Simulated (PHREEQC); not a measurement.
1 kg of water holding 0.017 mol/kgw NaCl, 0.012 mol/kgw Na2CO3 and 0.039 mol/kgw Na2SO4 is evaporated at 25 °C; the solids stay in contact with the brine. CO2 is held at log p = -3.4 (atm). Only these solids could form: Burkeite, Halite, Mirabilite, Nahcolite, Natron, Thenardite, Trona.

Computed with PHREEQC (Pitzer model, pitzer.dat).

```csv
water left (kg),ionic strength,water activity,Thenardite (mol),Mirabilite (mol),Trona (mol)
0.9999,0.162,0.997,0,0,0
0.5551,0.295,0.995,0,0,0
0.375,0.438,0.993,0,0,0
0.2082,0.795,0.987,0,0,0
0.1156,1.44,0.978,0,0,0
0.06415,2.61,0.963,0,0,0
0.04333,3.87,0.946,0,0,0
0.02406,6.99,0.899,0,0,0
0.009555,10.7,0.805,0.00103,0.0212,0
0.009022,10.7,0.801,0.0239,0,9.50e-5
0.004796,9.36,0.769,0.0340,0,0.00506
```

Mirabilite from water left = 0.0182 kg (pH 9.81), last present at water left = 0.009555 kg; Thenardite from water left = 0.009555 kg (pH 9.87); Trona from water left = 0.009022 kg (pH 9.88).

Species that the database lacks are ignored.
